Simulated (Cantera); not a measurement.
Charge: 1 mol Ti, 6.3 mol CH₄, at 2173 K and 0.000980 bar.

These are equilibrium values from Cantera (NASA tables, ideal gas, pure condensed phases), not measurements of a reactor. Candidate condensed phases: C, C₆H₆, C₇H₈, C₈H₁₈, Ti, TiC; 77 gas species. TiC: taken at fixed stoichiometry. Kinetics and transport are ignored.

Base state: H₂ 0.856, H 0.143, C₂H₂ (acetylene) 0.00189, Ti 1.69e-5, C₂H 1.01e-5 (mole fractions); condensed: C(graphite) + TiC(s).

Question: What changes in the equilibrium state with this change: pressure from 0.000980 bar to 1.00 bar?

Answer: 
```tsv
species	before	after
H₂	0.856	0.993
H	0.143	0.00481
C₂H₂ (acetylene)	0.00189	0.00219
Ti	1.69e-5	1.66e-8
CH₄	2.00e-7	0.000275
CH₃	6.42e-7	2.56e-5
C₂H	1.01e-5	3.41e-7
C(graphite), mol	5.25	5.24
TiC(s), mol	1.000	1.00
```
